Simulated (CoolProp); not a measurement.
Vapour pressure (bar) of chlorine: the reference equation beside estimates from Tc = 143.7 °C, pc = 76.42 bar, ω = 0.070. Clausius-Clapeyron is anchored at 47.85 °C with a constant enthalpy of vaporisation of 16.20 kJ/mol.

Computed with CoolProp (reference Helmholtz-energy equation of state, Thol 2021).

| T (°C) | reference | Lee-Kesler | Clausius-Clapeyron | van der Waals | Redlich-Kwong | Soave-Redlich-Kwong |
|---|---|---|---|---|---|---|
| 36.25 | 10.40 | 10.34 | 10.96 | 20.52 | 10.75 | 10.37 |
| 47.85 | 13.76 | 13.64 | 13.76 | 24.50 | 14.23 | 13.71 |
| 59.45 | 17.83 | 17.62 | 17.00 | 28.94 | 18.44 | 17.76 |
| 71.15 | 22.74 | 22.43 | 20.75 | 33.90 | 23.48 | 22.66 |
| 82.75 | 28.48 | 28.06 | 24.95 | 39.31 | 29.33 | 28.40 |
| 94.35 | 35.16 | 34.64 | 29.65 | 45.24 | 36.10 | 35.12 |
| 105.95 | 42.86 | ___ | 34.88 | ___ | 43.83 | 42.87 |
| 117.65 | 51.76 | ___ | 40.68 | 58.73 | 52.68 | 51.85 |
| 129.25 | 61.81 | 61.46 | 46.96 | 66.25 | 62.54 | 61.97 |

Problem. Complete the blanks.

Solution. 
- 105.95, Lee-Kesler: 42.30
- 105.95, van der Waals: 51.68
- 117.65, Lee-Kesler: 51.23

Absolute difference from the reference over all 9 rows, mean and median: Lee-Kesler 1.1 and 1.2 %, Clausius-Clapeyron 12.3 and 12.4 %, van der Waals 43.9 and 38.0 %, Redlich-Kwong 2.7 and 3.0 %, Soave-Redlich-Kwong 0.2 and 0.3 %.
